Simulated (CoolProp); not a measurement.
A Linde-Hampson liquefier for methane: isothermal reversible compression at 300 K from 1 atm to 20 MPa, throttling to 1 atm, return gas leaving the recuperator 10 K below the feed. Each further row changes one setting.

Computed with CoolProp (reference Helmholtz-energy equation of state, Setzmann 1991).

```
case                        liquid yield per pass  compression work (kJ/kg of gas)
--------------------------  ---------------------  -------------------------------
as stated                                   0.175                              779
high pressure 40 MPa                        0.230                       (withheld)
warm-end temperature 330 K                  0.127                       (withheld)
warm-end gap 15 K                      (withheld)                              779
```

Complete the blanks.


- high pressure 40 MPa, compression work (kJ/kg of gas): 877
- warm-end temperature 330 K, compression work (kJ/kg of gas): 873
- warm-end gap 15 K, liquid yield per pass: 0.165
